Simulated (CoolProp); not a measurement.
Vapour-liquid equilibrium of ethanol (1) + p-xylene (2) at 366.2 K; x and y are mole fractions of (1).

Values from CoolProp's multi-fluid Helmholtz-energy mixture model, Schroeder 2014 and Zhou 2012; pair parameters Bell 2016.

Problem. Give the bubble pressure and the first vapour's composition at x = 0.55, 0.65, 0.75. Is there an azeotrope?

Solution. x = 0.55: 1.443 bar, y = 0.854; x = 0.65: 1.493 bar, y = 0.869; x = 0.75: 1.557 bar, y = 0.893. No azeotrope shows between x = 0.05 and 0.95.

Pair parameters are fitted to limited data, so mixtures are less certain than the pure fluids. With so large a gap from Raoult's law the liquid may split in two, which this calculation doesn't test in full.
